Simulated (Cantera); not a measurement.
A closed system holds: 1 mol Zr, 17 mol N2, 3.5 mol NH3, held at 2350 K.

Method: chemical equilibrium by Gibbs-energy minimisation in Cantera with the NASA 1993 tables (ideal gas, pure condensed phases). Candidate condensed phases: Zr, ZrN; 11 gas species. ZrN: taken at fixed stoichiometry. The numbers say what is thermodynamically allowed, not how fast it happens.

**Question.** What share of the Zr ends up in condensed phases as a function of P (Pa), at 0.100, 0.750, 5.60, 42, 320, 2400, 18000, 130000, 1000000?

**Answer.** 
```json
[
 {"P (Pa)": "0.100", "Zr condensed (%)": "0.0", "as": "-"},
 {"P (Pa)": "0.750", "Zr condensed (%)": "59.4", "as": "ZrN(s)"},
 {"P (Pa)": "5.60", "Zr condensed (%)": "98.1", "as": "ZrN(s)"},
 {"P (Pa)": "42", "Zr condensed (%)": "99.9", "as": "ZrN(s)"},
 {"P (Pa)": "320", "Zr condensed (%)": "100.0", "as": "ZrN(s)"},
 {"P (Pa)": "2400", "Zr condensed (%)": "100.0", "as": "ZrN(s)"},
 {"P (Pa)": "18000", "Zr condensed (%)": "100.0", "as": "ZrN(s)"},
 {"P (Pa)": "130000", "Zr condensed (%)": "100.0", "as": "ZrN(s)"},
 {"P (Pa)": "1000000", "Zr condensed (%)": "100.0", "as": "ZrN(s)"}
]
```
